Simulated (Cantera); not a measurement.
Input: 1 mol SiH₂Cl₂, 0.029 mol C₃H₈, 12 mol H₂, equilibrated at 2300 K and 74.0 mbar.

Equilibrium computed with Cantera from the NASA thermochemical tables; the gas is ideal and each condensed phase is pure. Candidate condensed phases: C, C₆H₆, C₇H₈, C₈H₁₈, Si, SiC; 109 gas species. Mutual solubility and eutectic melting of coexisting phases are not modelled. The tables' values for SiCl, SiCl₃ are old estimates; treat these amounts as uncertain. Gases not in the tables: Si₂H₆ and higher silanes. The numbers say what is thermodynamically allowed, not how fast it happens.

Base state: H₂ 0.834, HCl 0.0940, H 0.0325, SiCl₂ 0.0186, Si 0.0126, SiCl 0.00298, Cl 0.00264, SiH 0.00115 (mole fractions); condensed: Si(l) + SiC(s).

**Question.** What changes in the equilibrium state with this change: H₂ from 12 to 170 mol?

**Answer.** 
| species | before | after |
|---|---|---|
| H₂ | 0.834 | 0.949 |
| H | 0.0325 | 0.0347 |
| HCl | 0.0940 | 0.0108 |
| SiCl₂ | 0.0186 | 7.67e-5 |
| Si | 0.0126 | 0.00447 |
| SiCl₃ | 4.80e-5 | 2.14e-8 |
| SiCl | 0.00298 | 0.000114 |
| Si₃ | 4.55e-5 | 2.04e-6 |
| Cl | 0.00264 | 0.000284 |
| Si₂ | 0.000243 | 3.07e-5 |
| Si(l), mol | 0.370 | 0 |
| SiC(s), mol | 0.0688 | 0 |
The tables' values for SiCl are old estimates; treat these amounts as uncertain.

**Question.** What changes in the equilibrium state with this change: SiH₂Cl₂ replaced by SiHCl₃?

**Answer.** 
| species | before | after |
|---|---|---|
| H₂ | 0.834 | 0.784 |
| HCl | 0.0940 | 0.126 |
| SiCl₂ | 0.0186 | 0.0355 |
| H | 0.0325 | 0.0315 |
| Si | 0.0126 | 0.0126 |
| SiCl₃ | 4.80e-5 | 0.000127 |
| Cl | 0.00264 | 0.00365 |
| Si(l), mol | 0.370 | 0.105 |
| SiC(s), mol | 0.0688 | 0.0689 |
